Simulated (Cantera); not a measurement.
What does this Cantera script print?

```python
import numpy as np
import cantera as ct

gas_names = [...]  # 47 gases of nasa_gas.yaml made of Cl, H, N, O, Si
cond_names = """
    H2O(s) H2O(L) NH4CL(a) NH4CL(b) Si(cr) Si(L) SiO2(Lqz) SiO2(hqz) SiO2(L) Si2N2O(s) Si3N4(a)
""".split()


# ... load() reads the species with a 1 bar reference pressure and builds the phases ...
atoms = {
    'SiH2Cl2': {'Si': 1, 'H': 2, 'CL': 2},
    'NO': {'N': 1, 'O': 1},
    'N2': {'N': 2},
}
top_T = {'Si2N2O(s)': 2100, 'Si3N4(a)': 2400}  # K; cautious upper limits of use, not melting points


# ... equilibrate(T, P, feed) seeds the gas with the atoms and calls Mixture.equilibrate('TP', solver="vcs", rtol=1e-11, max_steps=5000) ...
results = []
feed = {'SiH2Cl2': 1, 'NO': 0.38, 'N2': 3.8}  # mol
T = 1623  # K
P = 13332.2  # Pa
mix = equilibrate(T, P, feed)
results.append((T, P, feed, dict(zip(mix.species_names, mix.species_moles))))
print(gas.report(threshold=0.001))
for i in range(1, mix.n_phases):
    print(f"{mix.phase(i).name:16s} {mix.phase_moles(i):12.5e} mol")
```

Output:

```
       temperature   1623 K
          pressure   13332 Pa
           density   0.032339 kg/m^3
  mean mol. weight   32.732 kg/kmol
   phase of matter   gas

                          1 kg             1 kmol
                     ---------------   ---------------
          enthalpy        2.2674e+05        7.4217e+06  J
   internal energy       -1.8553e+05       -6.0727e+06  J
           entropy            8315.6        2.7219e+05  J/K
    Gibbs function        -1.327e+07       -4.3434e+08  J
 heat capacity c_p            1118.3             36606  J/K
 heat capacity c_v            864.32             28291  J/K

                      mass frac. Y      mole frac. X     chem. pot. / RT
                     ---------------   ---------------   ---------------
               HCL           0.27151           0.24376            -35.91
                H2         0.0036283           0.05891           -23.682
                N2           0.55932           0.65353           -28.698
             SiCL2          0.068884          0.022778           -57.965
             SiCL3          0.041218          0.010036           -82.034
             SiCL4          0.053559          0.010319            -106.1
     [  +41 minor]         0.0018805        0.00066627

Si(cr)            0.00000e+00 mol
SiO2(hqz)         0.00000e+00 mol
Si2N2O(s)         3.79554e-01 mol
Si3N4(a)          0.00000e+00 mol
```

Equilibrium computed with Cantera from the NASA thermochemical tables; the gas is ideal and each condensed phase is pure. The tables' values for SiCl3 are old estimates; treat these amounts as uncertain.
